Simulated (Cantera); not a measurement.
Silicon epitaxy and polysilicon growth: SiH4 + HCl + N2

Feed: 1 mol SiH4, 0.51 mol HCl, a varied amount of N2, at 1377 °C and 0.00160 bar.

Cantera equilibrium calculation (NASA polynomials, part measured and part estimated; ideal gas, pure solids and liquids). Candidate condensed phases: NH4Cl, Si, Si3N4; 28 gas species. The tables' values for SiCl, SiCl3 are old estimates; treat these amounts as uncertain. Kinetics and transport are ignored.

| n(N2) (mol) | x N2 | x H2 | x HCl | x SiCl2 | x H | n Si3N4(s) |
|---|---|---|---|---|---|---|
| 4.8 | 0.626 | 0.313 | 0.0429 | 0.0163 | 0.00127 | 0.296 |
| 14 | 0.842 | 0.132 | 0.0192 | 0.00634 | 0.000824 | 0.299 |
| 23 | 0.899 | 0.0840 | 0.0124 | 0.00397 | 0.000658 | 0.299 |
| 33 | 0.928 | 0.0598 | 0.00888 | 0.00281 | 0.000556 | 0.299 |
| 42 | 0.942 | 0.0475 | 0.00707 | 0.00222 | 0.000495 | 0.299 |
| 51 | 0.952 | 0.0394 | 0.00588 | 0.00184 | 0.000451 | 0.299 |
| 60 | 0.959 | 0.0337 | 0.00503 | 0.00156 | 0.000417 | 0.298 |
| 69 | 0.964 | 0.0294 | 0.00439 | 0.00136 | 0.000389 | 0.298 |
x: gas mole fraction; n: condensed amount in mol.

From 4.8 mol N2 to 69 mol N2 the condensed part is Si3N4(s). The main Si-bearing gas is SiCl2 throughout.
